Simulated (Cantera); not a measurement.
Mixture: CH4 : O2 : N2 : H2O = 1 : 1.25 : 6 : 1.9 (molar parts), equivalence ratio 1.6, at 0.484 atm, adiabatic and at constant pressure. Ignition delay is the time to a rise of 400 K.

Model: GRI-Mech 3.0 (53 species, 325 reactions), integrated in Cantera.

**Question.** What does this change do: constant volume in place of constant pressure?

**Answer.** 
| quantity | before | after |
|---|---|---|
| delay at 1198 K | 0.230 s | 0.216 s |
| delay at 1273 K | 81.7 ms | 76.1 ms |
| delay at 1348 K | 29.9 ms | 27.8 ms |
| delay at 1423 K | 11.4 ms | 10.6 ms |
| delay at 1498 K | 4.58 ms | 4.27 ms |
| delay at 1573 K | 2.00 ms | 1.87 ms |
| apparent activation energy between 1423 and 1573 K | 220 kJ/mol | 210 kJ/mol |

**Question.** What does this change do: pressure from 0.484 atm to 1.58 atm?

**Answer.** 
| quantity | before | after |
|---|---|---|
| delay at 1198 K | 0.230 s | 74.3 ms |
| delay at 1273 K | 81.7 ms | 29.3 ms |
| delay at 1348 K | 29.9 ms | 11.8 ms |
| delay at 1423 K | 11.4 ms | 4.83 ms |
| delay at 1498 K | 4.58 ms | 2.01 ms |
| delay at 1573 K | 2.00 ms | 0.877 ms |
| apparent activation energy between 1423 and 1573 K | 220 kJ/mol | 210 kJ/mol |
